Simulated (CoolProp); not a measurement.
Vapour-liquid equilibrium of R125 (1) + R245fa (2) at 0.656 MPa; x and y are mole fractions of (1).

The numbers come from the multi-fluid Helmholtz-energy mixture model, Lemmon 2005 and Akasaka 2015; pair parameters Bell 2016 in CoolProp.

```json
[
 {"x": "0.05", "bubble temperature (°C)": "64.6", "y at the bubble point": "0.209", "dew temperature at overall composition x (°C)": "70.9", "liquid density (mol/L)": "9.127"},
 {"x": "0.125", "bubble temperature (°C)": "53.9", "y at the bubble point": "0.440", "dew temperature at overall composition x (°C)": "68.0", "liquid density (mol/L)": "9.407"},
 {"x": "0.2", "bubble temperature (°C)": "44.8", "y at the bubble point": "0.597", "dew temperature at overall composition x (°C)": "65.0", "liquid density (mol/L)": "9.650"},
 {"x": "0.275", "bubble temperature (°C)": "37.2", "y at the bubble point": "0.704", "dew temperature at overall composition x (°C)": "61.8", "liquid density (mol/L)": "9.862"},
 {"x": "0.35", "bubble temperature (°C)": "30.9", "y at the bubble point": "0.780", "dew temperature at overall composition x (°C)": "58.4", "liquid density (mol/L)": "10.05"},
 {"x": "0.425", "bubble temperature (°C)": "25.4", "y at the bubble point": "0.834", "dew temperature at overall composition x (°C)": "54.7", "liquid density (mol/L)": "10.21"},
 {"x": "0.5", "bubble temperature (°C)": "20.7", "y at the bubble point": "0.875", "dew temperature at overall composition x (°C)": "50.6", "liquid density (mol/L)": "10.36"},
 {"x": "0.575", "bubble temperature (°C)": "16.6", "y at the bubble point": "0.906", "dew temperature at overall composition x (°C)": "46.2", "liquid density (mol/L)": "10.50"},
 {"x": "0.65", "bubble temperature (°C)": "12.9", "y at the bubble point": "0.931", "dew temperature at overall composition x (°C)": "41.3", "liquid density (mol/L)": "10.62"},
 {"x": "0.725", "bubble temperature (°C)": "9.5", "y at the bubble point": "0.951", "dew temperature at overall composition x (°C)": "35.6", "liquid density (mol/L)": "10.73"},
 {"x": "0.8", "bubble temperature (°C)": "6.5", "y at the bubble point": "0.967", "dew temperature at overall composition x (°C)": "28.9", "liquid density (mol/L)": "10.83"},
 {"x": "0.875", "bubble temperature (°C)": "3.6", "y at the bubble point": "0.981", "dew temperature at overall composition x (°C)": "20.7", "liquid density (mol/L)": "10.91"},
 {"x": "0.95", "bubble temperature (°C)": "1.0", "y at the bubble point": "0.993", "dew temperature at overall composition x (°C)": "9.7", "liquid density (mol/L)": "10.98"}
]
```

No azeotrope shows between x = 0.05 and 0.95.

Pair parameters are fitted to limited data, so mixtures are less certain than the pure fluids.
